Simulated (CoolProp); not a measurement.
Vapour-liquid equilibrium of R113 (1) + benzene (2) at 286.1 K; x and y are mole fractions of (1).

The numbers come from the multi-fluid Helmholtz-energy mixture model, Marx 1992 and Thol 2012; pair parameters Bell 2016 in CoolProp.

Problem. Give the bubble pressure and the first vapour's composition at x = 0.5, 0.65, 0.875. Is there an azeotrope?

Solution. x = 0.5: 0.2031 bar, y = 0.783; x = 0.65: 0.2243 bar, y = 0.845; x = 0.875: 0.2552 bar, y = 0.941. No azeotrope shows between x = 0.05 and 0.95.

The pair parameters rest on a limited set of measurements; away from them the model extrapolates.
